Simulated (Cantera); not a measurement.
## Stirred combustor or abatement burner

A perfectly stirred reactor is fed with CH3OH : O2 : N2 = 1 : 2.38 : 8.95 (molar parts), equivalence ratio 0.63, at 10.0 bar; it is adiabatic with a 575 K inlet, and is followed from long to short residence time, starting on the burning branch (τ in s: 0.079, 0.025, 0.008, 0.0026, 0.00081, 0.00026, 8.2e-05, 2.6e-05, 8.3e-06).

Computed with Cantera and GRI-Mech 3.0 (53 species, 325 reactions). GRI-Mech 3.0 was tuned for natural gas; its chemistry of methanol as a main component is partial and can be far from experiment.

```tsv
τ (s)	T (K)	x CH3OH	x O2	x C2H6	x CH2CO	x C2H	x H2	x N2O
0.079	1979	5.98e-7	0.0683	<1e-12	2.76e-12	<1e-12	5.33e-5	6.91e-7
0.025	1978	1.76e-6	0.0684	<1e-12	1.25e-11	<1e-12	6.65e-5	7.85e-7
0.0080	1976	4.76e-6	0.0685	1.04e-12	5.88e-11	<1e-12	0.000101	1.01e-6
0.0026	1970	1.16e-5	0.0687	3.04e-12	2.44e-10	<1e-12	0.000178	1.45e-6
0.00081	1957	2.77e-5	0.0692	7.21e-12	9.55e-10	<1e-12	0.000350	2.04e-6
0.00026	1932	6.43e-5	0.0705	2.04e-11	3.73e-9	<1e-12	0.000686	2.35e-6
8.2e-5	1874	0.000171	0.0740	1.33e-10	2.09e-8	<1e-12	0.00138	2.05e-6
2.6e-5	575	0.0811	0.193	<1e-12	<1e-12	<1e-12	<1e-12	<1e-12
8.3e-6	575	0.0811	0.193	<1e-12	<1e-12	<1e-12	<1e-12	<1e-12
```
x: mole fraction; the columns are a selection and need not sum to one.
